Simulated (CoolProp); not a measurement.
Saturation properties of sulfur dioxide.

Values from CoolProp's reference Helmholtz-energy equation of state, Gao 2016.

| T (K) | p (bar) | enthalpy of vaporisation (kJ/kg) | vapour Z | surface tension (mN/m) |
|---|---|---|---|---|
| 216.2 | 0.07180 | 429.0 | 0.9958 | 37.9 |
| 224.2 | 0.1238 | 422.5 | 0.9938 | 36.2 |
| 232.2 | 0.2041 | 415.9 | 0.9910 | 34.6 |
| 240.2 | 0.3237 | 409.2 | 0.9875 | 33.0 |
| 248.2 | 0.4957 | 402.5 | 0.9831 | 31.5 |
| 256.2 | 0.7359 | 395.6 | 0.9778 | 29.9 |
| 264.2 | 1.062 | 388.6 | 0.9714 | 28.3 |
| 272.2 | 1.495 | 381.4 | 0.9638 | 26.7 |
| 280.1 | 2.050 | 374.1 | 0.9552 | 25.2 |
| 288.1 | 2.764 | 366.4 | 0.9453 | 23.6 |
| 296.1 | 3.660 | 358.5 | 0.9340 | 22.1 |
| 304.1 | 4.764 | 350.2 | 0.9214 | 20.5 |
| 312.1 | 6.107 | 341.5 | 0.9073 | 19.0 |

It boils at 263.1 K under 1 atm.

Surface tension comes from a separate correlation (Mulero 2012).
